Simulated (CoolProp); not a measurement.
Ethylene along the isotherm 322 K: Z from the reference equation and from simpler models built on Tc = 282.4 K, pc = 5.042 MPa, ω = 0.087; each cubic takes its own stable root.

Model: reference Helmholtz-energy equation of state, Smukala 2000, in CoolProp.

| p (MPa) | phase | reference | Redlich-Kwong | Soave-Redlich-Kwong |
|---|---|---|---|---|
| 0.0797 | gas | 0.9965 | 0.9963 | 0.9964 |
| 0.181 | gas | 0.9919 | 0.9916 | 0.9919 |
| 0.413 | gas | 0.9815 | 0.9808 | 0.9813 |
| 0.94 | gas | 0.9573 | 0.9559 | 0.9571 |
| 2.14 | gas | 0.8998 | 0.8967 | 0.8997 |
| 4.87 | gas | 0.7520 | 0.7464 | 0.7560 |
| 11.1 | supercritical | 0.4544 | 0.4874 | 0.5069 |
| 25.2 | supercritical | 0.6881 | 0.7190 | 0.7282 |
